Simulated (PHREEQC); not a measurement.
Brine: an equilibrium model

Consider water at 25 °C with 0.27 mol KCl and 0.05 mol NaHCO3 per kg of water. Closed to the air; pH follows from the charge balance.

All values are PHREEQC results (ion-association model, phreeqc.dat), not measurements.

Precipitation was switched off in this run.

### Question
What pH does the model give?

### Answer
pH 7.99.

### Question
In which forms is C present?

### Answer
HCO3- 96 %, CO2 1.5 %, NaHCO3 1.3 %, CO3-2 1.2 % of the C.
